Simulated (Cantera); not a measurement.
Input: 1 mol V, 0.17 mol NH₃, 4.7 mol N₂, at 1898.15 K and 10000 Pa.

Equilibrium computed with Cantera from the NASA thermochemical tables; the gas is ideal and each condensed phase is pure. Candidate condensed phases: V, VN; 11 gas species. VN: taken at fixed stoichiometry. Condensed phases not in the tables: V₂N. The numbers say what is thermodynamically allowed, not how fast it happens.

Base state: N₂ 0.944, H₂ 0.0559, H 0.000585 (mole fractions); condensed: VN(s).

Problem. What changes in the equilibrium state with this change: temperature from 1898.15 K to 2198 K?

Solution. 
```tsv
species	before	after
N₂	0.944	0.942
H₂	0.0559	0.0540
H	0.000585	0.00409
V	3.35e-7	0.000154
VN(s), mol	1.000	0.999
```

Problem. What changes in the equilibrium state with this change: temperature from 1898.15 K to 2150 K?

Solution. 
| species | before | after |
|---|---|---|
| N₂ | 0.944 | 0.942 |
| H₂ | 0.0559 | 0.0545 |
| H | 0.000585 | 0.00311 |
| V | 3.35e-7 | 6.50e-5 |
| VN(s), mol | 1.000 | 1.000 |

Problem. What changes in the equilibrium state with this change: V replaced by Cr?

Solution. 
```tsv
species	before	after
N₂	0.944	0.946
H₂	0.0559	0.0501
Cr	0	0.00342
H	0.000585	0.000554
VN(s), mol	1.000	0
Cr(s), mol	0	0.983
```
Further candidate phases: Cr, CrN, Cr₂N.
